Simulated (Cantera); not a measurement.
An isothermal, constant-pressure homogeneous reactor starts with C2H6 : N2 = 1 : 4.4 (molar parts), at 1100 K and 24.0 Torr.

Computed with Cantera and GRI-Mech 3.0 (53 species, 325 reactions). GRI-Mech 3.0 stops at C3 and has no aromatics, soot or wall deposition, so with more carbon than oxygen in the feed, carbon stays in small species such as C2H2 where larger ones or solid carbon would form. Radical loss at walls, strong at low pressure, is not modelled.

One state of this run: x C2H6 = 0.00118; x H = 8.00e-7; x C2H2 = 0.0199; x CH4 = 0.0207; x C2H = 6.48e-12; x CH2 = 4.19e-12; x H2 = 0.153. x: mole fraction; the columns are a selection and need not sum to one.

### Question
Which value of t (s) does it belong to?
A) 0.317
B) 5.02
C) 20.0
D) 2.00e-5

### Answer
B, 5.02
